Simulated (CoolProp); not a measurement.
Water along the isotherm 1000 K: Z from the reference equation and from simpler models built on Tc = 647.1 K, pc = 22.06 MPa, ω = 0.344; each cubic takes its own stable root.

The numbers come from the reference Helmholtz-energy equation of state, Wagner 2002 in CoolProp.

```json
[
 {"p (MPa)": "2.76", "phase": "gas", "reference": "0.9929", "Redlich-Kwong": "0.9891", "Peng-Robinson": "0.9916"},
 {"p (MPa)": "5.52", "phase": "gas", "reference": "0.9858", "Redlich-Kwong": "0.9782", "Peng-Robinson": "0.9835"},
 {"p (MPa)": "8.27", "phase": "gas", "reference": "0.9787", "Redlich-Kwong": "0.9676", "Peng-Robinson": "0.9758"},
 {"p (MPa)": "11", "phase": "gas", "reference": "0.9716", "Redlich-Kwong": "0.9572", "Peng-Robinson": "0.9684"},
 {"p (MPa)": "13.8", "phase": "gas", "reference": "0.9644", "Redlich-Kwong": "0.9467", "Peng-Robinson": "0.9613"},
 {"p (MPa)": "16.5", "phase": "gas", "reference": "0.9574", "Redlich-Kwong": "0.9368", "Peng-Robinson": "0.9547"},
 {"p (MPa)": "19.3", "phase": "gas", "reference": "0.9501", "Redlich-Kwong": "0.9268", "Peng-Robinson": "0.9483"},
 {"p (MPa)": "22.1", "phase": "supercritical", "reference": "0.9430", "Redlich-Kwong": "0.9170", "Peng-Robinson": "0.9422"},
 {"p (MPa)": "24.8", "phase": "supercritical", "reference": "0.9361", "Redlich-Kwong": "0.9079", "Peng-Robinson": "0.9367"},
 {"p (MPa)": "27.6", "phase": "supercritical", "reference": "0.9290", "Redlich-Kwong": "0.8987", "Peng-Robinson": "0.9314"},
 {"p (MPa)": "30.3", "phase": "supercritical", "reference": "0.9223", "Redlich-Kwong": "0.8902", "Peng-Robinson": "0.9267"},
 {"p (MPa)": "33.1", "phase": "supercritical", "reference": "0.9155", "Redlich-Kwong": "0.8818", "Peng-Robinson": "0.9222"}
]
```
